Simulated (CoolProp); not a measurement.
R507A at 465.24 K and 1.22 MPa is throttled through a valve to 0.348 MPa with no heat exchange. Each further row changes one setting.

Model: reference Helmholtz-energy equation of state, Lemmon 2003, in CoolProp. It is a pseudo-pure fit of the blend.

```csv
case,temperature change (K),final density (kg/m³)
as stated,…,…
outlet pressure 0.104 MPa,…,2.70
outlet pressure 0.452 MPa,-3.5,…
```

Q: Fill in the missing entries.

A: 
- as stated, temperature change (K): -4.0
- as stated, final density (kg/m³): 9.08
- outlet pressure 0.104 MPa, temperature change (K): -5.1
- outlet pressure 0.452 MPa, final density (kg/m³): 11.8
